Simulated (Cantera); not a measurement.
# BN + Cl2 + H2 (nitride etching)

A closed system holds: 1 mol BN, 4 mol Cl2, 18 mol H2, equilibrated at 0.133 bar.

Cantera equilibrium calculation (NASA polynomials, part measured and part estimated; ideal gas, pure solids and liquids). Candidate condensed phases: B, BN, NH4Cl; 21 gas species. The tables' values for BCl, BCl2, BH2 are old estimates; treat these amounts as uncertain. Gases not in the tables: BHCl2. Rates play no part.

| T (K) | x H2 | x HCl | x BCl3 | x N2 | x BCl | n BN(s) |
|---|---|---|---|---|---|---|
| 775 | 0.636 | 0.364 | 1.59e-6 | 6.86e-7 | <1e-12 | 1.000 |
| 925 | 0.636 | 0.364 | 1.36e-5 | 6.69e-6 | <1e-12 | 1.000 |
| 1075 | 0.636 | 0.363 | 6.59e-5 | 3.29e-5 | 2.35e-12 | 0.999 |
| 1225 | 0.637 | 0.363 | 0.000218 | 0.000109 | 9.69e-10 | 0.995 |
| 1375 | 0.637 | 0.362 | 0.000552 | 0.000276 | 1.06e-7 | 0.988 |
| 1525 | 0.638 | 0.360 | 0.00115 | 0.000585 | 4.51e-6 | 0.974 |
| 1675 | 0.639 | 0.357 | 0.00202 | 0.00112 | 9.47e-5 | 0.951 |
| 1825 | 0.640 | 0.351 | 0.00288 | 0.00233 | 0.00108 | 0.897 |
x: gas mole fraction; n: condensed amount in mol.

From 775 K to 1825 K the condensed part is BN(s). The main B-bearing gas is BCl3 throughout.
